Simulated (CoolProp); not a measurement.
Saturated liquid density (kg/m³) of CHF3 (R23): the reference equation beside estimates from Tc = 26.1 °C, pc = 4.832 MPa, ω = 0.263. Rackett uses Z = 0.29056 − 0.08775 ω.

The numbers come from the reference Helmholtz-energy equation of state, Penoncello 2003 in CoolProp.

| T (°C) | reference | Rackett | van der Waals | Redlich-Kwong | Soave-Redlich-Kwong | Peng-Robinson |
|---|---|---|---|---|---|---|
| -113.95 | 1562 | 1469 | 875.0 | 1296 | 1329 | 1496 |
| -108.75 | 1544 | 1453 | 865.9 | 1281 | 1315 | 1482 |
| -103.65 | 1525 | 1436 | 856.7 | 1266 | 1301 | 1467 |
| -98.45 | 1507 | 1419 | 847.2 | 1249 | 1287 | 1451 |
| -93.35 | 1488 | 1402 | 837.5 | 1233 | 1272 | 1436 |
| -88.15 | 1469 | 1384 | 827.5 | 1215 | 1256 | 1419 |
| -83.05 | 1450 | 1366 | 817.3 | 1198 | 1240 | 1401 |
| -77.85 | 1430 | 1347 | 806.7 | 1179 | 1223 | 1383 |
| -72.75 | 1410 | 1329 | 795.9 | 1160 | 1205 | 1364 |
| -67.55 | 1389 | 1309 | 784.7 | 1140 | 1187 | 1343 |
| -62.45 | 1368 | 1290 | 773.2 | 1120 | 1168 | 1322 |
| -57.25 | 1347 | 1269 | 761.2 | 1099 | 1147 | 1300 |

Absolute difference from the reference over all 12 rows, mean and median: Rackett 5.8 and 5.8 %, van der Waals 43.7 and 43.7 %, Redlich-Kwong 17.5 and 17.3 %, Soave-Redlich-Kwong 14.6 and 14.6 %, Peng-Robinson 3.6 and 3.4 %.
